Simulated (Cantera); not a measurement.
Mixture: CH4 : O2 : N2 : H2O = 1 : 2.6 : 9.61 : 1.9 (molar parts), equivalence ratio 0.77, at 3750 Torr, adiabatic and at constant volume. Ignition delay is the time to a rise of 400 K.

Model: GRI-Mech 3.0 (53 species, 325 reactions), integrated in Cantera.

**Question.** Predict: delay at 1250 K; delay at 1350 K; delay at 1450 K; delay at 1550 K; apparent activation energy between 1500 and 1600 K.

**Answer.** 
```
Property                                                 Value
--------------------------------------------------  ----------
delay at 1250 K                                        5.12 ms
delay at 1350 K                                        1.68 ms
delay at 1450 K                                       0.592 ms
delay at 1550 K                                       0.221 ms
apparent activation energy between 1500 and 1600 K  190 kJ/mol
```
